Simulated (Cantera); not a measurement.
Adiabatic ignition

An adiabatic, constant-volume homogeneous reactor starts with CH4 : O2 : N2 = 1 : 3.17 : 16.8 (molar parts), equivalence ratio 0.63, at 1650 K and 10.0 bar.

Computed with Cantera and GRI-Mech 3.0 (53 species, 325 reactions).

| t (s) | T (K) | P (bar) | x CH4 | x O2 | x N2O | x H2O2 | x OH | x H2O |
|---|---|---|---|---|---|---|---|---|
| 2.00e-6 | 1650 | 10.00 | 0.0477 | 0.151 | 7.13e-11 | 4.77e-8 | 1.61e-7 | 3.80e-6 |
| 4.85e-6 | 1650 | 10.00 | 0.0476 | 0.151 | 3.38e-10 | 1.11e-7 | 3.78e-7 | 1.80e-5 |
| 1.18e-5 | 1650 | 10.0 | 0.0475 | 0.151 | 1.60e-9 | 2.20e-7 | 1.24e-6 | 0.000119 |
| 2.85e-5 | 1657 | 10.0 | 0.0459 | 0.150 | 9.63e-9 | 9.06e-7 | 5.88e-6 | 0.00117 |
| 6.91e-5 | 2757 | 16.8 | <1e-12 | 0.0551 | 3.56e-6 | 9.79e-7 | 0.00997 | 0.0875 |
| 0.000168 | 2751 | 16.8 | <1e-12 | 0.0533 | 3.53e-6 | 9.57e-7 | 0.00970 | 0.0877 |
| 0.000406 | 2740 | 16.7 | <1e-12 | 0.0507 | 3.54e-6 | 9.15e-7 | 0.00933 | 0.0880 |
| 0.000985 | 2729 | 16.7 | <1e-12 | 0.0484 | 3.59e-6 | 8.78e-7 | 0.00900 | 0.0882 |
| 0.00239 | 2727 | 16.6 | <1e-12 | 0.0477 | 3.61e-6 | 8.68e-7 | 0.00891 | 0.0883 |
| 0.00579 | 2727 | 16.6 | <1e-12 | 0.0477 | 3.61e-6 | 8.67e-7 | 0.00891 | 0.0883 |
| 0.0140 | 2727 | 16.6 | <1e-12 | 0.0477 | 3.61e-6 | 8.67e-7 | 0.00891 | 0.0883 |
| 0.0340 | 2727 | 16.6 | <1e-12 | 0.0477 | 3.61e-6 | 8.67e-7 | 0.00891 | 0.0883 |
| 0.0825 | 2727 | 16.6 | <1e-12 | 0.0477 | 3.61e-6 | 8.67e-7 | 0.00891 | 0.0883 |
| 0.200 | 2727 | 16.6 | <1e-12 | 0.0477 | 3.61e-6 | 8.67e-7 | 0.00891 | 0.0883 |
x: mole fraction; the columns are a selection and need not sum to one.

- time of steepest temperature rise: 55.1 µs
- temperature at 0.200 s: 2727 K
- equilibrium temperature: 2727 K
- x(CH4) at 0.200 s: <1e-12 (gas-phase equilibrium <1e-12)
- x(O2) at 0.200 s: 0.0477 (gas-phase equilibrium 0.0477)
- x(N2O) at 0.200 s: 3.61e-6 (gas-phase equilibrium 3.61e-6)
